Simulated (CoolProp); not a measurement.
C2F6 (R116) at several states: density (kg/m³) from the reference equation and from simpler models built on Tc = 19.9 °C, pc = 3.048 MPa, ω = 0.257; each cubic takes its own stable root.

The numbers come from the reference Helmholtz-energy equation of state, Lemmon 2006 in CoolProp. It is a short technical equation, of lower accuracy than the large ones.

```json
[
 {"T (°C)": "124.65", "p (MPa)": "1.18", "phase": "gas", "reference": "51.40", "van der Waals": "52.08", "Redlich-Kwong": "51.97", "Peng-Robinson": "51.84"},
 {"T (°C)": "36.15", "p (MPa)": "3.4", "phase": "supercritical", "reference": "320.5", "van der Waals": "335.0", "Redlich-Kwong": "331.3", "Peng-Robinson": "331.3"},
 {"T (°C)": "23.25", "p (MPa)": "5.43", "phase": "supercritical", "reference": "1036", "van der Waals": "767.3", "Redlich-Kwong": "925.0", "Peng-Robinson": "1017"},
 {"T (°C)": "-58.05", "p (MPa)": "0.0391", "phase": "gas", "reference": "3.054", "van der Waals": "3.041", "Redlich-Kwong": "3.049", "Peng-Robinson": "3.054"},
 {"T (°C)": "130.35", "p (MPa)": "7.46", "phase": "supercritical", "reference": "387.3", "van der Waals": "448.0", "Redlich-Kwong": "416.8", "Peng-Robinson": "391.7"}
]
```
